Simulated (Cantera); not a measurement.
A closed system holds: 1 mol trisilylamine, 3.8 mol N2, held at 0.00330 bar.

Equilibrium computed with Cantera from the NASA thermochemical tables; the gas is ideal and each condensed phase is pure. Candidate condensed phases: Si, Si3N4; 18 gas species. The feed counts by its element totals alone. The tables' values for SiN are old estimates; treat these amounts as uncertain. Gases not in the tables: Si2H6 and higher silanes. The numbers say what is thermodynamically allowed, not how fast it happens.

log p: log10 of the partial pressure in bar; n: condensed amount in mol.

| T (°C) | log p H2 | log p N2 | log p H | log p Si | log p SiH | log p Si2N | n Si3N4(s) | n Si(l) |
|---|---|---|---|---|---|---|---|---|
| 1052 | -2.66 | -2.95 | -7.12 | -12.07 | … | <-14 | 1.00 | 0 |
| 1102 | -2.66 | -2.95 | -6.80 | -11.08 | … | -13.78 | 1.00 | 0 |
| 1152 | -2.66 | -2.95 | -6.50 | -10.16 | … | -12.61 | 1.00 | 0 |
| 1202 | -2.66 | -2.95 | -6.22 | -9.30 | … | -11.52 | 1.000 | 0 |
| 1252 | -2.66 | -2.95 | -5.96 | -8.50 | … | -10.50 | 1.000 | 0 |
| 1302 | -2.66 | -2.95 | -5.71 | -7.75 | … | -9.54 | 1.000 | 0 |
| 1352 | -2.66 | -2.95 | -5.48 | -7.05 | … | -8.65 | 1.000 | 0 |
| 1402 | -2.66 | -2.95 | -5.27 | -6.39 | … | -7.81 | 1.000 | 0 |
| 1452 | -2.77 | -2.79 | -5.12 | -5.99 | … | -7.40 | 0 | 3.00 |
| 1502 | -2.78 | -2.79 | -4.93 | -5.66 | … | -7.16 | 0 | 2.99 |
| 1552 | -2.78 | -2.79 | -4.74 | -5.34 | … | -6.93 | 0 | 2.99 |
| 1602 | -2.78 | -2.80 | -4.57 | -5.04 | … | -6.72 | 0 | 2.97 |
| 1652 | -2.78 | -2.80 | -4.41 | -4.76 | … | -6.51 | 0 | 2.95 |
| 1702 | -2.79 | -2.80 | -4.26 | -4.49 | … | -6.32 | 0 | 2.90 |

Task: Complete the blanks.

Result: 
- 1052, log p SiH: -12.54
- 1102, log p SiH: -11.66
- 1152, log p SiH: -10.84
- 1202, log p SiH: -10.08
- 1252, log p SiH: -9.37
- 1302, log p SiH: -8.70
- 1352, log p SiH: -8.08
- 1402, log p SiH: -7.49
- 1452, log p SiH: -7.23
- 1502, log p SiH: -6.96
- 1552, log p SiH: -6.70
- 1602, log p SiH: -6.47
- 1652, log p SiH: -6.24
- 1702, log p SiH: -6.03
